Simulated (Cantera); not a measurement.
Gas mixture: NO = 0.47 (molar parts), at 1130 Torr, frozen composition.

Cantera's kinetic-theory transport with the Lennard-Jones parameters of GRI-Mech 3.0, ideal gas; thermal conductivity in the mixture-averaged form. The composition is frozen, though it would react at the higher temperatures.

One state of this run: ρ (kg/m³) = 0.541; cp (J/kg/K) = 1133; μ (µPa s) = 42.9; λ (mW/m/K) = 68.6; Pr = 0.709; D (cm²/s) N2 = 1.08; D (cm²/s) O = 1.67; D (cm²/s) H2 = 3.94. D: mixture-averaged diffusion coefficient of that species in the mixture.

**Question.** Which value of T (K) does it belong to?
A) 1000
B) 1400
C) 800
D) 1200

**Answer.** A, 1000
